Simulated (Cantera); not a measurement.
A perfectly stirred reactor is fed with 34.1 % H₂, 43.7 % O₂, 22.3 % N₂, at 0.420 bar; it is held at 1148 K, and followed from long to short residence time.

Cantera simulation using GRI-Mech 3.0 (53 species, 325 reactions); the numbers are that mechanism's predictions, not measurements. The temperature is held fixed by assumption; the heat of reaction is taken as removed at once.

x: mole fraction; the columns are a selection and need not sum to one.

| τ (s) | x H₂ | x O₂ | x HO₂ | x H₂O₂ | x O | x N₂O | x OH |
|---|---|---|---|---|---|---|---|
| 2.4 | 0.000264 | 0.321 | 1.07e-5 | ___ | 6.32e-6 | 2.49e-7 | 7.78e-5 |
| 1.1 | 0.000456 | 0.321 | 1.76e-5 | ___ | 1.16e-5 | 2.40e-7 | 9.75e-5 |
| 0.50 | 0.000783 | 0.321 | 2.81e-5 | ___ | 2.16e-5 | 2.22e-7 | 0.000124 |
| 0.22 | 0.00134 | 0.321 | 4.35e-5 | ___ | 4.07e-5 | 1.97e-7 | 0.000162 |
| 0.10 | 0.00219 | 0.322 | 6.28e-5 | ___ | 7.37e-5 | 1.72e-7 | 0.000216 |
| 0.046 | 0.00343 | 0.322 | 8.58e-5 | ___ | 0.000130 | 1.45e-7 | 0.000294 |
| 0.021 | 0.00528 | 0.322 | 0.000112 | ___ | 0.000226 | 1.20e-7 | 0.000412 |
| 0.0095 | 0.00799 | 0.323 | 0.000141 | ___ | 0.000389 | 9.61e-8 | 0.000591 |
| 0.0043 | 0.0119 | 0.324 | 0.000171 | 1.55e-5 | 0.000654 | 7.50e-8 | 0.000858 |
| 0.0020 | 0.0173 | 0.326 | 0.000199 | 1.66e-5 | 0.00106 | 5.74e-8 | 0.00124 |

Problem. Some entries are withheld; supply them.

Solution. 
- 2.4, x H₂O₂: 7.56e-7
- 1.1, x H₂O₂: 1.33e-6
- 0.50, x H₂O₂: 2.38e-6
- 0.22, x H₂O₂: 4.17e-6
- 0.10, x H₂O₂: 6.56e-6
- 0.046, x H₂O₂: 9.25e-6
- 0.021, x H₂O₂: 1.18e-5
- 0.0095, x H₂O₂: 1.39e-5
